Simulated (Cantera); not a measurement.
A Cantera script and what it prints.

```python
import numpy as np
import cantera as ct

gas_names = """
    CL CLO CL2 H HCL HOCL HO2 H2 H2O H2O2 O OH O2 O3 Sr SrCL SrCL2 SrO SrOH SrO2H2
""".split()
cond_names = """
    H2O(s) H2O(L) Sr(a) Sr(b) Sr(L) SrCL2(a) SrCL2(b) SrCL2(L) SrO(s) SrO(L) SrO2H2(s) SrO2H2(L)
""".split()


def load(file, names, dense=False):
    # The tables refer to 1 bar. Condensed volumes are neglected.
    table = {s.name: s for s in ct.Species.list_from_file(file)}
    out = []
    for n in names:
        d = dict(table[n].input_data)
        d["thermo"] = dict(d["thermo"], **{"reference-pressure": 1e5})
        if dense:
            d["equation-of-state"] = {"model": "constant-volume", "density": "1e6 g/cm^3"}
        out.append(ct.Species.from_dict(d))
    return out


gas = ct.Solution(thermo="ideal-gas", species=load("nasa_gas.yaml", gas_names))
cond = {s.name: ct.Solution(thermo="fixed-stoichiometry", species=[s], name=s.name)
        for s in load("nasa_condensed.yaml", cond_names, dense=True)}
atoms = {
    'SrCl2': {'Sr': 1, 'CL': 2},
    'H2': {'H': 2},
    'H2O': {'H': 2, 'O': 1},
}
top_T = {}  # K; cautious upper limits of use, not melting points


def equilibrate(T, P, feed):
    n = {}
    for name, mol in feed.items():
        for a, k in atoms[name].items():
            n[a] = n.get(a, 0.0) + k * mol
    gas.TPX = T, P, n
    mass = sum(n.values()) * gas.mean_molecular_weight
    gas.equilibrate("TP")
    valid = [c for c in cond.values() if c.min_temp <= T <= top_T.get(c.name, c.max_temp)]
    mix = ct.Mixture([(gas, mass / gas.mean_molecular_weight)] + [(c, 0.0) for c in valid])
    mix.T, mix.P = T, P
    mix.equilibrate("TP", solver="vcs", rtol=1e-11, max_steps=5000)
    return mix


results = []
feed = {'SrCl2': 1, 'H2': 3.4, 'H2O': 10}  # mol
P = 1400  # Pa
for T in [950, 1025, 1100, 1175, 1250, 1325, 1400, 1475, 1550]:
    mix = equilibrate(T, P, feed)
    results.append((T, P, feed, dict(zip(mix.species_names, mix.species_moles))))

top = {s: max(r[3][s] / sum(r[3][g] for g in gas_names) for r in results) for s in gas_names}
cols = sorted((s for s in top if top[s] > 1e-06), key=lambda s: -top[s])[:8]
seen = [c for c in cond_names if any(r[3].get(c, 0) > 1e-12 for r in results)]
print("log10 of partial pressures in bar; condensed amounts in mol")
print(f"{'T/K':>10s}" + "".join(f"{s[:9]:>10s}" for s in cols + seen))
for T, P, feed, n in results:
    ng = sum(n[g] for g in gas_names)
    print(f"{T:10.4g}" + "".join(f"{np.log10(max(n[s] / ng * P / 1e5, 1e-99)):10.3f}" for s in cols)
          + "".join(f"{n.get(c, 0):10.4g}" for c in seen))
```

Output:

```
log10 of partial pressures in bar; condensed amounts in mol
       T/K       H2O        H2       HCL     SrCL2         H        CL        OH    SrO2H2  SrCL2(a)  SrCL2(b)  SrCL2(L)    SrO(s)
       950    -1.981    -2.450    -5.884    -9.614   -10.479   -13.935   -12.843   -11.930    0.9994         0         0 0.0006248
      1025    -1.981    -2.450    -5.313    -8.272    -9.586   -12.484   -11.691   -10.978         0    0.9977         0  0.002329
      1100    -1.982    -2.450    -4.832    -7.143    -8.812   -11.242   -10.695   -10.158         0    0.9929         0  0.007051
      1175    -1.982    -2.450    -4.426    -6.190    -8.137   -10.171    -9.826    -9.444         0         0    0.9814   0.01796
      1250    -1.984    -2.451    -4.087    -5.390    -7.541    -9.245    -9.061    -8.818         0         0    0.9568   0.03931
      1325    -1.988    -2.453    -3.789    -4.688    -7.013    -8.426    -8.383    -8.267         0         0    0.9018   0.07838
      1400    -1.995    -2.457    -3.527    -4.069    -6.541    -7.696    -7.781    -7.779         0         0    0.7722    0.1447
      1475    -2.010    -2.467    -3.298    -3.519    -6.121    -7.042    -7.245    -7.351         0         0    0.4471    0.2512
      1550    -2.027    -2.481    -3.177    -3.194    -5.742    -6.536    -6.762    -6.971         0         0         0    0.3423
```

Cantera equilibrium calculation (NASA polynomials, part measured and part estimated; ideal gas, pure solids and liquids). Mutual solubility and eutectic melting of coexisting phases are not modelled. Condensed phases not in the tables: oxide chlorides.
